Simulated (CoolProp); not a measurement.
n-perfluorohexane at 444.27 K and 0.418 MPa is throttled through a valve to 0.194 MPa with no heat exchange. Each further row changes one setting.

Values from CoolProp's reference Helmholtz-energy equation of state, Gao 2022.

| case | temperature change (K) | final density (kg/m³) |
|---|---|---|
| as stated | -2.0 | 18.6 |
| outlet pressure 0.0582 MPa | -3.2 | 5.43 |
| outlet pressure 0.252 MPa | -1.5 | 24.5 |
